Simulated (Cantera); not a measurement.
A Cantera script and its output.

```python
import numpy as np
import cantera as ct

gas = ct.Solution("gri30.yaml")
gas.TPX = 1425, 13000, {'C3H8': 1, 'H2': 19}
reactor = ct.IdealGasConstPressureReactor(gas, energy="off", clone=False)
net = ct.ReactorNet([reactor])
net.rtol, net.atol = 1e-08, 1e-18
show = ['C3H8', 'H2', 'CH2', 'C2H2', 'C2H6']
times = np.geomspace(1e-06, 100, 11)

steps = ct.SolutionArray(gas, extra=["t"])
rows = []
print(f"{'t/s':>10s}{'T/K':>9s}{'P/Pa':>11s}" + "".join(f"{s:>11s}" for s in show))
for t in times:
    while net.time < t:
        t_next = net.step()
        steps.append(gas.state, t=t_next)
    rows.append([np.interp(t, steps.t, y) for y in (steps.T, steps.P, *steps(*show).X.T)])
    print(f"{t:10.3e}{rows[-1][0]:9.1f}{rows[-1][1]:11.4g}" + "".join(f"{x:11.3e}" for x in rows[-1][2:]))
rate = np.gradient(steps.T, steps.t)
print("integrator steps:", len(steps.t))
if steps.T.max() > steps.T[0] + 200:
    print(f"time of steepest temperature rise: {steps.t[rate.argmax()]:.4e} s")
gas.TPX = 1425, 13000, {'C3H8': 1, 'H2': 19}
gas.equilibrate("TP")
print(f"equilibrium (TP): T = {gas.T:.1f} K  " + "  ".join(f"{s} {gas[s].X[0]:.3e}" for s in show))
```

Result:

```
       t/s      T/K       P/Pa       C3H8         H2        CH2       C2H2       C2H6
 1.000e-06   1425.0    1.3e+04  4.998e-02  9.500e-01  1.839e-12  5.669e-13  3.109e-07
 6.310e-06   1425.0    1.3e+04  4.982e-02  9.498e-01  7.021e-10  7.783e-10  9.578e-06
 3.981e-05   1425.0    1.3e+04  4.676e-02  9.469e-01  1.401e-07  2.075e-06  1.428e-04
 2.512e-04   1425.0    1.3e+04  1.112e-02  9.143e-01  5.617e-07  1.103e-03  1.012e-03
 1.585e-03   1425.0    1.3e+04  4.063e-05  9.046e-01  1.300e-08  8.321e-03  1.844e-04
 1.000e-02   1425.0    1.3e+04  4.957e-08  9.051e-01  8.085e-10  1.464e-02  5.371e-05
 6.310e-02   1425.0    1.3e+04  1.426e-08  9.062e-01  4.515e-10  2.816e-02  2.414e-05
 3.981e-01   1425.0    1.3e+04  2.276e-09  9.073e-01  2.865e-10  4.109e-02  6.345e-06
 2.512e+00   1425.0    1.3e+04  2.009e-09  9.075e-01  2.803e-10  4.151e-02  5.864e-06
 1.585e+01   1425.0    1.3e+04  1.999e-09  9.079e-01  2.785e-10  4.182e-02  5.830e-06
 1.000e+02   1425.0    1.3e+04  1.984e-09  9.085e-01  2.759e-10  4.229e-02  5.780e-06
integrator steps: 1077
equilibrium (TP): T = 1425.0 K  C3H8 1.983e-09  H2 9.086e-01  CH2 2.758e-10  C2H2 4.232e-02  C2H6 5.777e-06
```

Detailed kinetics in Cantera: GRI-Mech 3.0 (53 species, 325 reactions). GRI-Mech 3.0 was tuned for natural gas; its chemistry of propane as a main component is partial and can be far from experiment. GRI-Mech 3.0 stops at C3 and has no aromatics, soot or wall deposition, so with more carbon than oxygen in the feed, carbon stays in small species such as C2H2 where larger ones or solid carbon would form.
